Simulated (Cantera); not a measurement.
A perfectly stirred reactor is fed with NH3 : H2 = 1 : 0.14 (molar parts), at 101000 Pa; it is held at 2373 K, and followed from long to short residence time.

Model: the gas-phase N/H chemistry of the illustrative SiF4/NH3 mechanism in the Surface Chemkin manual (1991), integrated in Cantera. Walls and surfaces, which speed up NH3 decomposition in real reactors, are not modelled.

Question: What does this change do: temperature 2373 to 2050 K?

Answer: 
```tsv
quantity	before	after
x(NH3) at τ = 0.840 s	0.000835	0.0216
x(H2) at τ = 0.840 s	0.756	0.749
x(H) at τ = 0.840 s	0.0115	0.00129
x(N2) at τ = 0.840 s	0.232	0.228
x(N2H2) at τ = 0.840 s	8.56e-9	7.33e-8
x(NH3) at τ = 73.0 ms	0.00680	0.161
x(H2) at τ = 73.0 ms	0.755	0.648
x(H) at τ = 73.0 ms	0.00696	0.000620
x(N2) at τ = 73.0 ms	0.231	0.191
x(N2H2) at τ = 73.0 ms	1.37e-7	8.75e-7
```

Question: What does this change do: pressure from 101000 Pa to 1330 Pa?

Answer: 
```
quantity                  before    after
----------------------  --------  -------
x(NH3) at τ = 0.840 s   0.000835   0.0443
x(H2) at τ = 0.840 s       0.756    0.730
x(H) at τ = 0.840 s       0.0115  0.00379
x(N2) at τ = 0.840 s       0.232    0.221
x(N2H2) at τ = 0.840 s   8.56e-9  1.14e-6
x(NH3) at τ = 73.0 ms    0.00680    0.337
x(H2) at τ = 73.0 ms       0.755    0.516
x(H) at τ = 73.0 ms      0.00696  0.00145
x(N2) at τ = 73.0 ms       0.231    0.143
x(N2H2) at τ = 73.0 ms   1.37e-7  1.19e-5
```
